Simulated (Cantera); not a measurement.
Chemical vapour transport: Al2O3 + HI + N2

Input: 1 mol Al2O3, 0.083 mol HI, 4.8 mol N2, equilibrated at 6.90 bar.

Cantera equilibrium calculation (NASA polynomials, part measured and part estimated; ideal gas, pure solids and liquids). Candidate condensed phases: Al, AlI3, AlN, Al2O3, H2O, I2; 41 gas species. Kinetics and transport are ignored.

From 1048 K to 1748 K the condensed part is Al2O3(s). The main Al-bearing gas is AlI3 at 1048 K and AlI at 1748 K.

```json
[
 {"T (K)": "1048", "x N2": "0.982", "x I": "0.00142", "x HI": "0.0117", "x H2": "0.00264", "x I2": "0.00193", "x H2O": "1.09e-6", "x H": "1.51e-10", "n Al2O3(s)": "1.000"},
 {"T (K)": "1148", "x N2": "0.982", "x I": "0.00283", "x HI": "0.0109", "x H2": "0.00306", "x I2": "0.00164", "x H2O": "2.15e-6", "x H": "1.51e-9", "n Al2O3(s)": "1.000"},
 {"T (K)": "1248", "x N2": "0.981", "x I": "0.00472", "x HI": "0.00972", "x H2": "0.00361", "x I2": "0.00125", "x H2O": "3.58e-6", "x H": "1.07e-8", "n Al2O3(s)": "1.000"},
 {"T (K)": "1348", "x N2": "0.980", "x I": "0.00683", "x HI": "0.00837", "x H2": "0.00428", "x I2": "0.000865", "x H2O": "5.15e-6", "x H": "5.76e-8", "n Al2O3(s)": "1.000"},
 {"T (K)": "1448", "x N2": "0.979", "x I": "0.00885", "x HI": "0.00694", "x H2": "0.00498", "x I2": "0.000558", "x H2O": "6.55e-6", "x H": "2.48e-7", "n Al2O3(s)": "1.000"},
 {"T (K)": "1548", "x N2": "0.978", "x I": "0.0106", "x HI": "0.00561", "x H2": "0.00564", "x I2": "0.000347", "x H2O": "7.63e-6", "x H": "8.80e-7", "n Al2O3(s)": "1.000"},
 {"T (K)": "1648", "x N2": "0.977", "x I": "0.0120", "x HI": "0.00446", "x H2": "0.00621", "x I2": "0.000214", "x H2O": "8.78e-6", "x H": "2.67e-6", "n Al2O3(s)": "1.000"},
 {"T (K)": "1748", "x N2": "0.977", "x I": "0.0131", "x HI": "0.00353", "x H2": "0.00666", "x I2": "0.000133", "x H2O": "1.16e-5", "x H": "7.10e-6", "n Al2O3(s)": "1.000"}
]
```
x: gas mole fraction; n: condensed amount in mol.
